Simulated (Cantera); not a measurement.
A closed system holds: 1 mol B2H6, a varied amount of H2, 0.16 mol N2, 2.2 mol O2, held at 950 °C and 133 Pa.

Method: chemical equilibrium by Gibbs-energy minimisation in Cantera with the NASA 1993 tables (ideal gas, pure condensed phases). Candidate condensed phases: B, BN, B2O3, B3O3H3, H2O; 39 gas species. The feed counts by its element totals alone. Gases not in the tables: H3BO3. The numbers say what is thermodynamically allowed, not how fast it happens.

x: gas mole fraction; n: condensed amount in mol.

```json
[
 {"n(H2) (mol)": "14", "x H2": "0.905", "x H2O": "0.0769", "x N2": "[?]", "x HBO2": "0.00871", "n B2O3(l)": "0.924"},
 {"n(H2) (mol)": "18", "x H2": "0.923", "x H2O": "0.0620", "x N2": "[?]", "x HBO2": "0.00782", "n B2O3(l)": "0.916"},
 {"n(H2) (mol)": "24", "x H2": "0.939", "x H2O": "0.0479", "x N2": "[?]", "x HBO2": "0.00687", "n B2O3(l)": "0.906"},
 {"n(H2) (mol)": "31", "x H2": "0.951", "x H2O": "0.0378", "x N2": "[?]", "x HBO2": "0.00611", "n B2O3(l)": "0.895"},
 {"n(H2) (mol)": "40", "x H2": "0.961", "x H2O": "0.0296", "x N2": "[?]", "x HBO2": "0.00541", "n B2O3(l)": "0.882"},
 {"n(H2) (mol)": "51", "x H2": "0.969", "x H2O": "0.0234", "x N2": "[?]", "x HBO2": "0.00480", "n B2O3(l)": "0.868"},
 {"n(H2) (mol)": "66", "x H2": "0.975", "x H2O": "0.0181", "x N2": "[?]", "x HBO2": "0.00422", "n B2O3(l)": "0.852"},
 {"n(H2) (mol)": "85", "x H2": "0.980", "x H2O": "0.0140", "x N2": "[?]", "x HBO2": "0.00372", "n B2O3(l)": "0.834"},
 {"n(H2) (mol)": "110", "x H2": "0.985", "x H2O": "0.0107", "x N2": "[?]", "x HBO2": "0.00325", "n B2O3(l)": "0.813"},
 {"n(H2) (mol)": "140", "x H2": "0.988", "x H2O": "0.00834", "x N2": "[?]", "x HBO2": "0.00287", "n B2O3(l)": "0.791"},
 {"n(H2) (mol)": "180", "x H2": "0.990", "x H2O": "0.00639", "x N2": "[?]", "x HBO2": "0.00251", "n B2O3(l)": "0.765"}
]
```

Some entries are withheld; supply them.


- 14, x N2: 0.00928
- 18, x N2: 0.00753
- 24, x N2: 0.00587
- 31, x N2: 0.00467
- 40, x N2: 0.00370
- 51, x N2: 0.00295
- 66, x N2: 0.00231
- 85, x N2: 0.00181
- 110, x N2: 0.00141
- 140, x N2: 0.00112
- 180, x N2: 0.000872
